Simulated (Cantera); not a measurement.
**Hydrocarbon pyrolysis for carbon deposition**

A perfectly stirred reactor is fed with CH₄ : H₂ = 1 : 1.2 (molar parts), at 2670 Pa; it is held at 1650 K, and followed from long to short residence time.

Cantera simulation using GRI-Mech 3.0 (53 species, 325 reactions); the numbers are that mechanism's predictions, not measurements. GRI-Mech 3.0 stops at C3 and has no aromatics, soot or wall deposition, so with more carbon than oxygen in the feed, carbon stays in small species such as C2H2 where larger ones or solid carbon would form. Radical loss at walls, strong at low pressure, is not modelled.

| τ (s) | x CH₄ | x H₂ | x C₂H₆ | x CH₃ | x C₂H₄ | x C₂H |
|---|---|---|---|---|---|---|
| 14 | 0.0296 | 0.824 | 2.78e-6 | 0.000317 | 0.000298 | 3.36e-7 |
| 2.9 | 0.0711 | 0.796 | 1.31e-5 | 0.000658 | 0.000528 | 2.62e-7 |
| 0.60 | 0.160 | 0.738 | 5.27e-5 | 0.00126 | 0.00152 | 1.70e-7 |
| 0.12 | 0.297 | 0.647 | 0.000149 | 0.00205 | 0.00398 | 7.49e-8 |
| 0.025 | 0.411 | 0.572 | 0.000206 | 0.00234 | 0.00454 | 1.27e-8 |
| 0.0050 | 0.451 | 0.547 | 5.57e-5 | 0.00117 | 0.000562 | 7.97e-11 |
| 0.0010 | 0.454 | 0.546 | 1.82e-6 | 0.000255 | 6.15e-6 | <1e-12 |
| 0.00020 | 0.454 | 0.545 | 2.46e-8 | 5.13e-5 | 4.79e-8 | <1e-12 |
x: mole fraction; the columns are a selection and need not sum to one.
